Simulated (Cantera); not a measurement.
Feed: 1 mol TEOS, 4.8 mol O₃, at 1175 °C and 10.0 mbar.

Method: chemical equilibrium by Gibbs-energy minimisation in Cantera with the NASA 1993 tables (ideal gas, pure condensed phases). Candidate condensed phases: C, C₆H₆, C₇H₈, C₈H₁₈, H₂O, Si, SiC, SiO₂; 123 gas species. The feed counts by its element totals alone. The tables hold silica as quartz up to 1696 K and as liquid above; real silica turns to tridymite and cristobalite and melts near 1996 K. Kinetics and transport are ignored.

Base state: H₂O 0.311, CO 0.289, H₂ 0.244, CO₂ 0.155, H 4.56e-5 (mole fractions); condensed: SiO₂(β-quartz).

Problem. What changes in the equilibrium state with this change: temperature from 1175 °C to 877 °C?

Solution. 
```csv
species,before,after
H₂,0.244,0.286
H₂O,0.311,0.270
CO,0.289,0.248
CO₂,0.155,0.197
H,4.56e-5,3.99e-7
"SiO₂(β-quartz), mol",1.000,1.00
```
